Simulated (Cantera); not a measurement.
Charge: 1 mol Nb₂O₅, 11 mol H₂, held at 527 °C and 1.00 bar.

Cantera equilibrium calculation (NASA polynomials, part measured and part estimated; ideal gas, pure solids and liquids). Candidate condensed phases: H₂O, Nb, NbO, NbO₂, Nb₂O₅; 12 gas species. Condensed phases not in the tables: the oxides between NbO₂ and Nb₂O₅. Kinetics and transport are ignored.

Base state: H₂ 0.999, H₂O 0.000816 (mole fractions); condensed: NbO₂(s) + Nb₂O₅(s).

Task: What changes in the equilibrium state with this change: Nb₂O₅ replaced by FeS₂?

Result: 
```
species          before   after
-------------  --------  ------
H₂                0.999   0.909
H₂S                   0  0.0909
H₂O            0.000816       0
NbO₂(s), mol     0.0179       0
Nb₂O₅(s), mol     0.991       0
FeS(s), mol           0    1.00
```
FeS: taken at fixed stoichiometry. Further candidate phases: Fe, FeS, FeS₂, S.
